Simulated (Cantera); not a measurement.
## Ignition delay

Mixture: C3H8 : O2 : N2 = 1 : 3.33 : 12.5 (molar parts), equivalence ratio 1.5, at 0.681 atm, adiabatic and at constant volume. Ignition delay is the time to a rise of 400 K.

Computed with Cantera and GRI-Mech 3.0 (53 species, 325 reactions). GRI-Mech 3.0 was tuned for natural gas; its chemistry of propane as a main component is partial and can be far from experiment.

```csv
T0 (K),delay (ms)
1125,35.8
1200,6.93
1275,1.68
1350,0.518
1425,0.199
1500,0.0924
1575,0.0502
1650,0.0307
1725,0.0207
```

```json
{
  "apparent activation energy between 1575 and 1725 K": "130 kJ/mol"
}
```
